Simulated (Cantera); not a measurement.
A closed system holds: 1 mol TEOS, 0.2 mol CO2, 1.3 mol H2, at 548.15 K and 41.0 Pa.

Cantera equilibrium calculation (NASA polynomials, part measured and part estimated; ideal gas, pure solids and liquids). Candidate condensed phases: C, C6H6, C7H8, C8H18, H2O, Si, SiC, SiO2; 123 gas species. The feed counts by its element totals alone. The numbers say what is thermodynamically allowed, not how fast it happens.

Base state: H2 0.711, H2O 0.164, CH4 0.0932, CO2 0.0296, CO 0.00216 (mole fractions); condensed: C(graphite) + SiO2(α-quartz).

Task: What changes in the equilibrium state with this change: temperature from 548.15 K to 600 K?

Result: 
| species | before | after |
|---|---|---|
| H2 | 0.711 | 0.817 |
| H2O | 0.164 | 0.0964 |
| CO2 | 0.0296 | 0.0472 |
| CH4 | 0.0932 | 0.0258 |
| CO | 0.00216 | 0.0141 |
| C(graphite), mol | 6.87 | 7.18 |
| SiO2(α-quartz), mol | 1.00 | 1.00 |

Task: What changes in the equilibrium state with this change: CO2 from 0.2 to 5.3 mol?

Result: 
```tsv
species	before	after
H2	0.711	0.406
H2O	0.164	0.284
CO2	0.0296	0.273
CH4	0.0932	0.0303
CO	0.00216	0.00656
C(graphite), mol	6.87	8.63
SiO2(α-quartz), mol	1.00	1.00
```
